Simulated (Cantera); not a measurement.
Feed: 1 mol Si, 0.51 mol Cl₂, 5 mol H₂, held at 1.40 bar.

Equilibrium computed with Cantera from the NASA thermochemical tables; the gas is ideal and each condensed phase is pure. Candidate condensed phases: Si; 19 gas species. Rates play no part.

Over these rows the condensed part is Si(s). Partial pressures as log10 of bar:

```json
[
 {"T (K)": "1098", "1000/T (1/K)": "0.9107", "log p SiCl₂": "-3.09", "log p H₂": "0.12", "log p HCl": "-1.64", "log p SiCl₄": "-1.44", "log p SiHCl₃": "-1.52"},
 {"T (K)": "1198", "1000/T (1/K)": "0.8347", "log p SiCl₂": "?", "log p H₂": "0.11", "log p HCl": "-1.38", "log p SiCl₄": "-1.50", "log p SiHCl₃": "-1.58"},
 {"T (K)": "1298", "1000/T (1/K)": "0.7704", "log p SiCl₂": "-2.04", "log p H₂": "0.10", "log p HCl": "-1.18", "log p SiCl₄": "-1.61", "log p SiHCl₃": "-1.68"},
 {"T (K)": "1398", "1000/T (1/K)": "0.7153", "log p SiCl₂": "-1.69", "log p H₂": "0.10", "log p HCl": "-1.03", "log p SiCl₄": "-1.82", "log p SiHCl₃": "-1.84"},
 {"T (K)": "1498", "1000/T (1/K)": "0.6676", "log p SiCl₂": "-1.47", "log p H₂": "0.09", "log p HCl": "-0.94", "log p SiCl₄": "-2.14", "log p SiHCl₃": "-2.10"},
 {"T (K)": "1598", "1000/T (1/K)": "0.6258", "log p SiCl₂": "-1.35", "log p H₂": "0.08", "log p HCl": "-0.90", "log p SiCl₄": "-2.56", "log p SiHCl₃": "-2.42"}
]
```

Task: Fit log p(SiCl₂) = a + b·(1000/T) to the five rows, give the apparent enthalpy, and predict the row at 1198 K.

Result: Means: 1000/T = 0.7380, log p = -1.928. Sxy = -0.306804, Sxx = 0.0489353, so b = -6.27 and a = -1.928 − (-6.27)×0.7380 = 2.70.
Apparent enthalpy: −19.145 × (-6.27) = 120 kJ/mol. With the condensed phases at unit activity, 1/2 Si(s) + 1/2 SiCl₄(g) = SiCl₂(g) links this pressure to the main gases: over the six rows their terms move log p by -0.56 in all, so the slope isn't that reaction's ΔH° alone. The five rows lie within 0.13 of the line; that is curvature, so one enthalpy describes this range poorly.
Prediction at 1198 K: 2.70 + (-6.27)×0.8347 = -2.53. The computed value is -2.50, 0.03 from the line.
